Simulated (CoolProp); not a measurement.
R236EA along the isotherm 138.85 °C: fugacity coefficient from the reference equation and from simpler models built on Tc = 139.3 °C, pc = 3.414 MPa, ω = 0.368; each cubic takes its own stable root.

Model: reference Helmholtz-energy equation of state, Rui 2013, in CoolProp.

| p (MPa) | phase | reference | van der Waals | Peng-Robinson |
|---|---|---|---|---|
| 0.4 | gas | ___ | ___ | ___ |
| 0.8 | gas | 0.9201 | ___ | 0.9128 |
| 1.2 | gas | 0.8809 | 0.8961 | ___ |
| 1.6 | gas | 0.8420 | 0.8615 | 0.8291 |
| 2 | gas | 0.8032 | 0.8266 | 0.7882 |
| 2.4 | gas | 0.7642 | 0.7914 | 0.7477 |
| 2.8 | gas | ___ | 0.7552 | 0.7070 |
| 3.2 | gas | 0.6829 | 0.7169 | 0.6653 |
| 3.6 | liquid | 0.6300 | 0.6687 | 0.6151 |
| 4 | liquid | 0.5790 | ___ | 0.5671 |
| 4.4 | liquid | 0.5370 | 0.5815 | ___ |
| 4.8 | liquid | 0.5018 | 0.5484 | 0.4935 |
| 5.2 | liquid | 0.4720 | 0.5203 | 0.4650 |
| 5.6 | liquid | 0.4465 | 0.4962 | 0.4404 |
| 6 | liquid | 0.4244 | 0.4754 | 0.4190 |

What belongs in the gaps?


- 0.4, reference: 0.9598
- 0.4, van der Waals: 0.9652
- 0.4, Peng-Robinson: 0.9559
- 0.8, van der Waals: 0.9306
- 1.2, Peng-Robinson: 0.8706
- 2.8, reference: 0.7245
- 4, van der Waals: 0.6211
- 4.4, Peng-Robinson: 0.5271
